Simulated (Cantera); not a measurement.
Source: NASA polynomial tables (part measured, part estimated), evaluated in Cantera. Values are per mole of reaction as written; species without (g) are pure solids or liquids, kept so even where they would boil at 1 bar.

2 P2(g) ⇌ P4(g), with ΔH° = -228.4 kJ and ΔS° = -156.2 J/K at 300 K.

**Question.** How far is the shortcut ΔG° ≈ ΔH°(300 K) − T·ΔS°(300 K) from the full temperature-dependent value at 898, 1048, 1198, 1348, 1498, 1648, 1798, 1948 K?

**Answer.** 
```json
[
 {"T (K)": "898", "shortcut (kJ)": "-88.1", "full (kJ)": "-90.4", "difference (kJ)": "2.3", "difference in log10 K": "-0.13"},
 {"T (K)": "1048", "shortcut (kJ)": "-64.7", "full (kJ)": "-68.1", "difference (kJ)": "3.5", "difference in log10 K": "-0.17"},
 {"T (K)": "1198", "shortcut (kJ)": "-41.2", "full (kJ)": "-46.0", "difference (kJ)": "4.8", "difference in log10 K": "-0.21"},
 {"T (K)": "1348", "shortcut (kJ)": "-17.8", "full (kJ)": "-24.1", "difference (kJ)": "6.3", "difference in log10 K": "-0.24"},
 {"T (K)": "1498", "shortcut (kJ)": "5.7", "full (kJ)": "-2.2", "difference (kJ)": "7.9", "difference in log10 K": "-0.27"},
 {"T (K)": "1648", "shortcut (kJ)": "29.1", "full (kJ)": "19.5", "difference (kJ)": "9.6", "difference in log10 K": "-0.30"},
 {"T (K)": "1798", "shortcut (kJ)": "52.5", "full (kJ)": "41.1", "difference (kJ)": "11.4", "difference in log10 K": "-0.33"},
 {"T (K)": "1948", "shortcut (kJ)": "76.0", "full (kJ)": "62.6", "difference (kJ)": "13.3", "difference in log10 K": "-0.36"}
]
```
The shortcut ignores the heat-capacity change of the reaction.
